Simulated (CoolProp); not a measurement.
Saturation properties of acetone.

Model: reference Helmholtz-energy equation of state, Lemmon 2006, in CoolProp. It is a short technical equation, of lower accuracy than the large ones.

```tsv
T (K)	p (MPa)	vapour Z	surface tension (mN/m)
361.7	0.2745	0.9052	14.9
365.9	0.3077	0.8984	14.4
370.2	0.3449	0.8911	13.9
374.4	0.3844	0.8837	13.5
378.7	0.4284	0.8757	13.0
383	0.4761	0.8674	12.5
387.2	0.5265	0.8590	12.0
391.5	0.5823	0.8499	11.5
```

It boils at 329.2 K under 1 atm.

Surface tension comes from a separate correlation (Mulero 2012).
